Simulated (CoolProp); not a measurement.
R410A at 261.57 K and 1.24 MPa flows at 8 m/s in a round tube of 2 mm bore and 15 µm roughness, fully developed (64/Re and Nu = 3.66 if laminar; Colebrook and Gnielinski if turbulent). Each further row changes one setting.

Computed with CoolProp (reference Helmholtz-energy equation of state, Lemmon 2003). It is a pseudo-pure fit of the blend.

```tsv
case	Reynolds number	Darcy friction factor	pressure drop (Pa/m)	heat-transfer coefficient (W/(m² K))	mass flow (kg/h)
as stated	101000	0.0352	685000	36000	110
velocity 16 m/s	203000	0.0348	2710000	71700	220
diameter 4 mm	203000	0.0285	277000	30500	441
```

Viscosity comes from a separate model (Geller 2000). Thermal conductivity comes from a separate model (Geller 2001).
